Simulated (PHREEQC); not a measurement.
Solution (80 °C): 0.013 mol/kgw ZnCl2, 0.0093 mol/kgw H2SO4 and 0.077 mol/kgw H3BO3. Closed to the air; pH follows from the charge balance.

Model: ion-association model, phreeqc.dat, run in PHREEQC.

### Question
The ionic strength comes out as 0.0459 mol/kgw. What activity coefficients do ZnCl+, H+, Zn(SO4)2-2, Zn+2, Cl- get?

### Answer
ZnCl+ 0.80, H+ 0.84, Zn(SO4)2-2 0.42, Zn+2 0.44, Cl- 0.80.

Precipitation was switched off in this run. Away from 25 °C the constants follow the database's enthalpies or fits; those with neither stay at their 25 °C values.
